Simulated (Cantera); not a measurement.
Feed: 1 mol BN, 1.7 mol NF₃, at 2800 Pa.

Method: chemical equilibrium by Gibbs-energy minimisation in Cantera with the NASA 1993 tables (ideal gas, pure condensed phases). Candidate condensed phases: B, BN; 13 gas species. Kinetics and transport are ignored. All values below are at 1400 K.

Base state: F 0.469, N₂ 0.304, BF₃ 0.225, F₂ 0.00215 (mole fractions); condensed: gas only.

Question: What changes in the equilibrium state with this change: pressure from 2800 Pa to 10000 Pa?

Answer: 
| species | before | after |
|---|---|---|
| F | 0.469 | 0.461 |
| N₂ | 0.304 | 0.306 |
| BF₃ | 0.225 | 0.226 |
| F₂ | 0.00215 | 0.00742 |
